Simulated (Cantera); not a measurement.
Cantera run:

```python
import numpy as np
import cantera as ct

gas_names = """
    H2O OH HCL
""".split()
cond_names = """
    CsCL(a) CsCL(b) CsCL(L) Cs(cr) Cs(L)
""".split()


# ... load() reads the species with a 1 bar reference pressure and builds the phases ...
species = {s.name: s for s in load("nasa_gas.yaml", gas_names) + load("nasa_condensed.yaml", cond_names)}
# Each term lists the table entries of one substance; the one whose range holds T is used.
reactions = {
    'CsCl + H2O(g) = OH(g) + HCl(g) + Cs':
        [(-1, ['CsCL(a)', 'CsCL(b)', 'CsCL(L)']), (-1, ['H2O']), (1, ['OH']), (1, ['HCL']), (1, ['Cs(cr)', 'Cs(L)'])],
}


def pick(names, T):
    return next(species[n] for n in names if species[n].thermo.min_temp <= T <= species[n].thermo.max_temp)


results = []
for label, terms in reactions.items():
    print(label)
    print("     T/K   dH/kJ  dS/(J/K)   dG/kJ   log10 K")
    for T in [300, 500, 525, 550, 575, 600, 625, 650, 675, 700, 725]:
        used = [(nu, pick(names, T)) for nu, names in terms]
        dH = sum(nu * s.thermo.h(T) for nu, s in used) / 1e6
        dS = sum(nu * s.thermo.s(T) for nu, s in used) / 1e3
        dG = dH - T * dS / 1e3
        logK = -dG * 1e6 / (ct.gas_constant * T * np.log(10))
        results.append((label, T, dH, dS, dG, logK, [s.name for _, s in used]))
        print(f"{T:8g} {dH:8.1f} {dS:8.1f} {dG:8.1f} {logK:8.2f}")
```

Result:

```
CsCl + H2O(g) = OH(g) + HCl(g) + Cs
     T/K   dH/kJ  dS/(J/K)   dG/kJ   log10 K
     300    631.7    165.9    581.9  -101.32
     500    634.2    173.9    547.2   -57.17
     525    634.1    173.8    542.9   -54.01
     550    634.0    173.6    538.5   -51.14
     575    633.9    173.4    534.2   -48.53
     600    633.7    173.1    529.9   -46.13
     625    633.6    172.8    525.5   -43.92
     650    633.4    172.5    521.2   -41.88
     675    633.1    172.2    516.9   -40.00
     700    632.9    171.9    512.6   -38.25
     725    632.7    171.5    508.3   -36.62
```

Source: NASA polynomial tables (part measured, part estimated), evaluated in Cantera. Condensed species are held in their standard states even where they would react or evaporate.
